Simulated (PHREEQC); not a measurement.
Consider water at 40 °C with 0.0004 mol CaCl2 and 0.012 mol NaCl per kg of water. Closed to the air; pH follows from the charge balance.

The numbers come from PHREEQC with the ion-association model, phreeqc.dat.

This is a speciation only: nothing precipitates in the calculation.

Estimate the specific conductance.

specific conductance 2030 µS/cm.

Species that the database lacks are ignored. At this temperature some constants are extrapolated from 25 °C, and those without enthalpy data are left unchanged.
